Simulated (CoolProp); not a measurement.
n-octane along the isobar 2.58 MPa: density (kg/m³) from the reference equation and from simpler models built on Tc = 295.6 °C, pc = 2.484 MPa, ω = 0.398; each cubic takes its own stable root.

Values from CoolProp's reference Helmholtz-energy equation of state, Beckmüller 2019.

| T (°C) | phase | reference |
|---|---|---|
| 5.85 | liquid | 715.9 |
| 14.75 | liquid | 708.9 |
| 23.65 | liquid | 701.9 |
| 32.55 | liquid | 694.8 |
| 41.35 | liquid | 687.7 |
| 50.25 | liquid | 680.5 |
| 59.15 | liquid | 673.3 |
| 67.95 | liquid | 666.0 |
| 76.85 | liquid | 658.6 |
| 85.75 | liquid | 651.1 |
| 94.65 | liquid | 643.5 |
| 103.45 | liquid | 635.9 |
| 112.35 | liquid | 628.0 |
| 121.25 | liquid | 620.0 |

**Question.** How far does each simpler model (van der Waals, Redlich-Kwong, Soave-Redlich-Kwong, Peng-Robinson) lie from the reference over these 14 states: mean and median of the absolute difference, and the worst?

**Answer.** 
- van der Waals: mean 43.3 %, median 43.3 %, worst -44.0 % at 5.85 °C and 2.58 MPa
- Redlich-Kwong: mean 17.4 %, median 17.3 %, worst -17.7 % at 121.25 °C and 2.58 MPa
- Soave-Redlich-Kwong: mean 13.7 %, median 13.6 %, worst -14.7 % at 5.85 °C and 2.58 MPa
- Peng-Robinson: mean 2.8 %, median 2.7 %, worst -4.2 % at 5.85 °C and 2.58 MPa
